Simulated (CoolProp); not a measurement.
Values from CoolProp's reference Helmholtz-energy equation of state, Span 1996.

Problem. Give the vapour pressure (MPa), enthalpy of vaporisation (kJ/kg), liquid cp (kJ/(kg K)), vapour Z of saturated carbon dioxide at -28.35 °C.

Solution. 
| T (°C) | p (MPa) | enthalpy of vaporisation (kJ/kg) | liquid cp (kJ/(kg K)) | vapour Z |
|---|---|---|---|---|
| -28.35 | 1.51 | 300 | 2.09 | 0.831 |
